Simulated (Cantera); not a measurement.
A closed system holds: 1 mol Si₃N₄, 2 mol F₂, 8.9 mol H₂, 0.5 mol O₂, at 500 °C and 0.133 bar.

Cantera equilibrium calculation (NASA polynomials, part measured and part estimated; ideal gas, pure solids and liquids). Candidate condensed phases: H₂O, Si, SiO₂, Si₂N₂O, Si₃N₄; 58 gas species. The numbers say what is thermodynamically allowed, not how fast it happens.

Base state: H₂ 0.816, SiF₄ 0.0917, N₂ 0.0917, NH₃ 0.000118, HF 4.86e-5, SiHF₃ 2.64e-5 (mole fractions); condensed: Si₂N₂O(s).

### Question
What changes in the equilibrium state with this change: F₂ from 2 to 1.4 mol?

### Answer
```csv
species,before,after
H₂,0.816,0.856
N₂,0.0917,0.0769
SiF₄,0.0917,0.0673
SiHF₃,2.64e-5,2.20e-5
HF,4.86e-5,4.47e-5
NH₃,0.000118,0.000116
"Si₂N₂O(s), mol",1.00,1.00
"Si₃N₄(s), mol",0,0.100
```
